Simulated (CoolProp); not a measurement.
Aqueous ammonia as a coolant, at -8 °C, 1 atm.

The numbers come from the Melinder's fits for secondary coolants in CoolProp.

```csv
mass %,freezing point (°C),density (kg/m³),Prandtl number,viscosity (mPa s),cp (kJ/(kg K))
9.1,-12.1,966.5,23.0,2.65,4.231
11.7,-16.6,958.3,24.1,2.69,4.234
14.2,-21.5,950.8,25.6,2.77,4.237
16.8,-27.5,943.3,27.3,2.87,4.239
19.4,-34.6,936.2,28.7,2.93,4.242
21.9,-42.8,929.5,29.6,2.95,4.245
```
